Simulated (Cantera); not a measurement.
A closed system holds: 1 mol Si₃N₄, 0.026 mol CO₂, 230 mol N₂, at 1700 K and 1.33 mbar.

Cantera equilibrium calculation (NASA polynomials, part measured and part estimated; ideal gas, pure solids and liquids). Candidate condensed phases: C, Si, SiC, SiO₂, Si₂N₂O, Si₃N₄; 34 gas species. Mutual solubility and eutectic melting of coexisting phases are not modelled. The tables' values for SiN are old estimates; treat these amounts as uncertain. Kinetics and transport are ignored.

Base state: N₂ 0.999, Si 0.000509, SiO 0.000213, Si₂N 2.03e-5, CO 1.14e-5, SiN 1.13e-5 (mole fractions); condensed: Si(l) + SiC(s).

What changes in the equilibrium state with this change: temperature from 1700 K to 1025 K?


| species | before | after |
|---|---|---|
| N₂ | 0.999 | 1.00 |
| CO | 1.14e-5 | 3.58e-8 |
| Si | 0.000509 | <1e-9 |
| SiO | 0.000213 | <1e-9 |
| Si₂N | 2.03e-5 | <1e-9 |
| SiN | 1.13e-5 | <1e-9 |
| Si(l), mol | 2.79 | 0 |
| SiC(s), mol | 0.0226 | 0 |
| C(graphite), mol | 0 | 0.0260 |
| Si₂N₂O(s), mol | 0 | 0.0520 |
| Si₃N₄(s), mol | 0 | 0.965 |
